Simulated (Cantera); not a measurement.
What does this Cantera script print?

```python
import numpy as np
import cantera as ct

gas = ct.Solution("gri30.yaml", transport_model="multicomponent")
show = ['CH3', 'CO2', 'NH3']

rows = []
print(f"{'T/K':>7s}{'rho':>11s}{'cp':>10s}{'mu':>11s}{'lambda':>11s}{'Pr':>7s}" + "".join(f"{'D_' + s:>11s}" for s in show))
for T in [400, 600, 800, 1000, 1200, 1400]:
    gas.TPX = T, 15000, {'O2': 0.28, 'N2O': 0.078, 'CO2': 0.58}
    Pr = gas.cp_mass * gas.viscosity / gas.thermal_conductivity
    D = [gas.mix_diff_coeffs_mole[gas.species_index(s)] for s in show]
    rows.append([gas.density, gas.cp_mass, gas.viscosity, gas.thermal_conductivity, Pr, *D])
    print(f"{T:7g}{gas.density:11.4e}{gas.cp_mass:10.1f}{gas.viscosity:11.4e}"
          f"{gas.thermal_conductivity:11.4e}{Pr:7.3f}" + "".join(f"{d:11.4e}" for d in D))
print("SI units: kg/m3, J/kg/K, Pa s, W/m/K, m2/s")
```

Output:

```
    T/K        rho        cp         mu     lambda     Pr      D_CH3      D_CO2      D_NH3
    400 1.8232e-01     941.7 2.1104e-05 2.7482e-02  0.723 2.1335e-04 1.6487e-04 2.0634e-04
    600 1.2155e-01    1061.0 2.9328e-05 4.2773e-02  0.727 4.3847e-04 3.4028e-04 4.4673e-04
    800 9.1160e-02    1143.8 3.6370e-05 5.7074e-02  0.729 7.2097e-04 5.6076e-04 7.5690e-04
   1000 7.2928e-02    1202.1 4.2641e-05 7.0289e-02  0.729 1.0544e-03 8.2114e-04 1.1275e-03
   1200 6.0774e-02    1241.7 4.8369e-05 8.2381e-02  0.729 1.4344e-03 1.1180e-03 1.5522e-03
   1400 5.2092e-02    1272.2 5.3692e-05 9.3746e-02  0.729 1.8580e-03 1.4489e-03 2.0269e-03
SI units: kg/m3, J/kg/K, Pa s, W/m/K, m2/s
```

Computed with Cantera and GRI-Mech 3.0 (53 species, 325 reactions). The composition is frozen, though it would react at the higher temperatures.
